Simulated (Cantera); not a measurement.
Cantera run:

```python
import numpy as np
import cantera as ct

gas_names = """
    C CO CO2 C2 C2O C3 C3O2 C4 C5 Mg MgO Mg2 O O2 O3
""".split()
cond_names = """
    C(gr) Mg(cr) Mg(L) MgCO3(s) MgO(s) MgO(L)
""".split()


def load(file, names, dense=False):
    # The tables refer to 1 bar. Condensed volumes are neglected.
    table = {s.name: s for s in ct.Species.list_from_file(file)}
    out = []
    for n in names:
        d = dict(table[n].input_data)
        d["thermo"] = dict(d["thermo"], **{"reference-pressure": 1e5})
        if dense:
            d["equation-of-state"] = {"model": "constant-volume", "density": "1e6 g/cm^3"}
        out.append(ct.Species.from_dict(d))
    return out


gas = ct.Solution(thermo="ideal-gas", species=load("nasa_gas.yaml", gas_names))
cond = {s.name: ct.Solution(thermo="fixed-stoichiometry", species=[s], name=s.name)
        for s in load("nasa_condensed.yaml", cond_names, dense=True)}
atoms = {
    'MgO': {'Mg': 1, 'O': 1},
    'C': {'C': 1},
    'CO': {'C': 1, 'O': 1},
}
top_T = {'C(gr)': 4500}  # K; cautious upper limits of use, not melting points


def equilibrate(T, P, feed):
    n = {}
    for name, mol in feed.items():
        for a, k in atoms[name].items():
            n[a] = n.get(a, 0.0) + k * mol
    gas.TPX = T, P, n
    mass = sum(n.values()) * gas.mean_molecular_weight
    gas.equilibrate("TP")
    valid = [c for c in cond.values() if c.min_temp <= T <= top_T.get(c.name, c.max_temp)]
    mix = ct.Mixture([(gas, mass / gas.mean_molecular_weight)] + [(c, 0.0) for c in valid])
    mix.T, mix.P = T, P
    mix.equilibrate("TP", solver="vcs", rtol=1e-11, max_steps=5000)
    return mix


results = []
T = 2098.15  # K
P = 93  # Pa
for m in [0.34, 0.51, 0.78, 1.2, 1.8, 2.7, 4]:
    feed = {'MgO': 1, 'C': m, 'CO': 0.091}  # mol
    mix = equilibrate(T, P, feed)
    results.append((T, P, feed, dict(zip(mix.species_names, mix.species_moles))))

top = {s: max(r[3][s] / sum(r[3][g] for g in gas_names) for r in results) for s in gas_names}
cols = sorted((s for s in top if top[s] > 0.0001), key=lambda s: -top[s])[:9]
seen = [c for c in cond_names if any(r[3].get(c, 0) > 1e-12 for r in results)]
print("log10 of partial pressures in bar; condensed amounts in mol")
print(f"{'n(C)':>10s}" + "".join(f"{s[:9]:>10s}" for s in cols + seen))
for T, P, feed, n in results:
    ng = sum(n[g] for g in gas_names)
    print(f"{feed['C']:10.4g}" + "".join(f"{np.log10(max(n[s] / ng * P / 1e5, 1e-99)):10.3f}" for s in cols)
          + "".join(f"{n.get(c, 0):10.4g}" for c in seen))
```

Output:

```
log10 of partial pressures in bar; condensed amounts in mol
      n(C)        CO        Mg       CO2       MgO         O     C(gr)    MgO(s)
      0.34    -3.303    -3.379    -4.855    -6.887    -6.954         0     0.648
      0.51    -3.316    -3.363    -4.885    -6.887    -6.971         0    0.4739
      0.78    -3.326    -3.351    -4.907    -6.887    -6.983         0    0.1973
       1.2    -3.314    -3.352   -11.414   -13.407   -13.502       0.2         0
       1.8    -3.314    -3.352   -11.414   -13.407   -13.502       0.8         0
       2.7    -3.314    -3.352   -11.414   -13.407   -13.502       1.7         0
         4    -3.314    -3.352   -11.414   -13.407   -13.502         3         0
```

Cantera equilibrium calculation (NASA polynomials, part measured and part estimated; ideal gas, pure solids and liquids).
